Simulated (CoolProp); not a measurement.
Vapour-liquid equilibrium of n-pentane (1) + acetone (2) at 363.7 K; x and y are mole fractions of (1).

Model: multi-fluid Helmholtz-energy mixture model, Thol 2019 and Lemmon 2006; pair parameters Bell 2016, in CoolProp.

| x | bubble pressure (kPa) | y at the bubble point | dew pressure at overall composition x (kPa) | liquid density (mol/L) |
|---|---|---|---|---|
| 0.05 | 343.8 | 0.182 | 303.2 | 11.79 |
| 0.125 | 404.7 | 0.339 | 325.2 | 11.27 |
| 0.2 | 447.6 | 0.432 | 350.0 | 10.79 |
| 0.275 | ___ | 0.494 | 378.0 | 10.35 |
| 0.35 | 499.1 | 0.540 | 409.6 | 9.934 |
| 0.425 | ___ | 0.577 | 444.4 | 9.556 |
| 0.5 | 525.1 | 0.610 | ___ | 9.210 |
| 0.575 | 532.5 | 0.642 | 513.6 | 8.894 |
| 0.65 | 536.8 | 0.675 | 533.9 | 8.607 |
| 0.725 | 537.5 | 0.714 | 537.0 | 8.348 |
| 0.8 | 533.4 | 0.762 | 527.2 | 8.116 |
| 0.875 | 522.2 | 0.825 | 510.6 | ___ |
| 0.95 | 500.3 | 0.915 | 490.7 | 7.722 |

Fill in the missing entries.


- 0.275, bubble pressure (kPa): 477.8
- 0.425, bubble pressure (kPa): 514.3
- 0.5, dew pressure at overall composition x (kPa): 480.8
- 0.875, liquid density (mol/L): 7.908

y crosses x between x = 0.65 and 0.725: the model has an azeotrope there.

Pair parameters are fitted to limited data, so mixtures are less certain than the pure fluids.
